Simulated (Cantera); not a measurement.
A diamond (100) surface in a fixed gas of H2 with x(CH4) = 0.0024, x(CH3) = 4.6e-05, at 1150 K, 16000 Pa; coverages are run to steady state.

Detailed kinetics in Cantera: the Harris–Goodwin 1993 mechanism for the reconstructed diamond (100) surface.

θ: site fractions in the mechanism's names (c6HH fully hydrogenated, c6H* and c6*H radical sites, c6** diradical, c6HM methylated).

```json
[
 {"x(H)": "0.0001", "growth (µm/h)": "0.293", "θ c6HH": "0.602", "θ c6H*": "0.0253", "θ c6*H": "0.359", "θ c6**": "0.00533", "θ c6HM": "0.00462"},
 {"x(H)": "0.00025", "growth (µm/h)": "(withheld)", "θ c6HH": "0.532", "θ c6H*": "0.0295", "θ c6*H": "0.418", "θ c6**": "(withheld)", "θ c6HM": "0.00551"},
 {"x(H)": "0.00062", "growth (µm/h)": "1.81", "θ c6HH": "0.497", "θ c6H*": "0.0315", "θ c6*H": "0.446", "θ c6**": "0.0166", "θ c6HM": "0.00541"},
 {"x(H)": "0.0016", "growth (µm/h)": "3.37", "θ c6HH": "0.481", "θ c6H*": "0.0324", "θ c6*H": "0.459", "θ c6**": "0.0207", "θ c6HM": "0.00413"},
 {"x(H)": "0.0039", "growth (µm/h)": "4.87", "θ c6HH": "0.475", "θ c6H*": "0.0329", "θ c6*H": "0.465", "θ c6**": "0.0228", "θ c6HM": "0.00251"},
 {"x(H)": "0.0097", "growth (µm/h)": "5.95", "θ c6HH": "0.473", "θ c6H*": "0.0333", "θ c6*H": "0.468", "θ c6**": "0.0239", "θ c6HM": "0.00125"},
 {"x(H)": "0.024", "growth (µm/h)": "6.54", "θ c6HH": "0.473", "θ c6H*": "0.0339", "θ c6*H": "0.468", "θ c6**": "0.0244", "θ c6HM": "0.000556"},
 {"x(H)": "0.06", "growth (µm/h)": "6.86", "θ c6HH": "0.472", "θ c6H*": "0.0352", "θ c6*H": "0.467", "θ c6**": "0.0249", "θ c6HM": "0.000234"},
 {"x(H)": "0.15", "growth (µm/h)": "7.10", "θ c6HH": "0.472", "θ c6H*": "(withheld)", "θ c6*H": "0.464", "θ c6**": "0.0256", "θ c6HM": "(withheld)"}
]
```

### Question
What belongs in the gaps?

### Answer

- 0.00025, growth (µm/h): 0.803
- 0.00025, θ c6**: 0.0109
- 0.15, θ c6H*: 0.0382
- 0.15, θ c6HM: 9.67e-5
